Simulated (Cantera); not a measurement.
Cantera run:

```python
import numpy as np
import cantera as ct

gas_names = """
    Br2 O3
""".split()
cond_names = """
    BaO(s) BaO(L) BaBr2(s) BaBr2(L)
""".split()


# ... load() reads the species with a 1 bar reference pressure and builds the phases ...
species = {s.name: s for s in load("nasa_gas.yaml", gas_names) + load("nasa_condensed.yaml", cond_names)}
# Each term lists the table entries of one substance; the one whose range holds T is used.
reactions = {
    '3 BaO + 3 Br2(g) = O3(g) + 3 BaBr2':
        [(-3, ['BaO(s)', 'BaO(L)']), (-3, ['Br2']), (1, ['O3']), (3, ['BaBr2(s)', 'BaBr2(L)'])],
}


def pick(names, T):
    return next(species[n] for n in names if species[n].thermo.min_temp <= T <= species[n].thermo.max_temp)


results = []
for label, terms in reactions.items():
    print(label)
    print("     T/K   dH/kJ  dS/(J/K)   dG/kJ   log10 K")
    for T in [300, 2175, 2250, 2325, 2400, 2475, 2550, 2625]:
        used = [(nu, pick(names, T)) for nu, names in terms]
        dH = sum(nu * s.thermo.h(T) for nu, s in used) / 1e6
        dS = sum(nu * s.thermo.s(T) for nu, s in used) / 1e3
        dG = dH - T * dS / 1e3
        logK = -dG * 1e6 / (ct.gas_constant * T * np.log(10))
        results.append((label, T, dH, dS, dG, logK, [s.name for _, s in used]))
        print(f"{T:8g} {dH:8.1f} {dS:8.1f} {dG:8.1f} {logK:8.2f}")
```

Result:

```
3 BaO + 3 Br2(g) = O3(g) + 3 BaBr2
     T/K   dH/kJ  dS/(J/K)   dG/kJ   log10 K
     300   -579.8   -267.9   -499.4    86.95
    2175   -375.9    -91.7   -176.3     4.24
    2250   -370.5    -89.3   -169.6     3.94
    2325   -541.0   -163.9   -160.0     3.59
    2400   -535.7   -161.6   -147.7     3.22
    2475   -530.3   -159.5   -135.7     2.86
    2550   -524.9   -157.3   -123.8     2.54
    2625   -519.4   -155.2   -112.1     2.23
```

Standard-state values (1 bar) from the NASA 1993 polynomials, evaluated with Cantera. Condensed species are held in their standard states even where they would react or evaporate.
